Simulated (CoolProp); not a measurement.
R115 along the isotherm 500 K: fugacity coefficient from the reference equation and from simpler models built on Tc = 353.1 K, pc = 3.129 MPa, ω = 0.248; each cubic takes its own stable root.

The numbers come from the reference Helmholtz-energy equation of state, Lemmon 2016 in CoolProp.

```
p (MPa)          phase  reference
-------  -------------  ---------
0.099              gas     0.9970
0.16               gas     0.9952
0.258              gas     0.9923
0.417              gas     0.9876
0.674              gas     0.9800
1.09               gas     0.9679
1.76               gas     0.9487
2.84               gas     0.9187
4.59     supercritical     0.8729
7.42     supercritical     0.8077
12       supercritical     0.7324
19.4     supercritical     0.6798
31.3     supercritical     0.6941
```

Task: How far does each simpler model (van der Waals, Soave-Redlich-Kwong) lie from the reference over these 13 states: mean and median of the absolute difference, and the worst?

Result: 
- van der Waals: mean 4.0 %, median 1.7 %, worst -12.0 % at 500 K and 19.4 MPa
- Soave-Redlich-Kwong: mean 2.2 %, median 0.4 %, worst +9.5 % at 500 K and 31.3 MPa
